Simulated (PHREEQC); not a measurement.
Make-up at 25 °C: 0.068 mol H2SO4, 0.056 mol Fe(NO3)3 and 5.8e-05 mol CuSO4 per kg of water. Closed to the air; pH follows from the charge balance.

The numbers come from PHREEQC with the ion-association model, wateq4f.dat.

Precipitation was switched off in this run.

### Question
Order these Fe species by the share of Fe that they hold, largest first: FeHSO4+2, FeSO4+, FeOH+2, Fe(SO4)2-, Fe+3.

### Answer
FeSO4+ (51 %), FeHSO4+2 (27 %), Fe+3 (19 %), Fe(SO4)2- (1.6 %), FeOH+2 (0.64 %)

The pH is 1.08 and the ionic strength 0.250 mol/kgw. Examples of supersaturated solids here: Hematite (slow to form), Goethite (slow to form). Others may be too. Species that the database lacks are ignored.
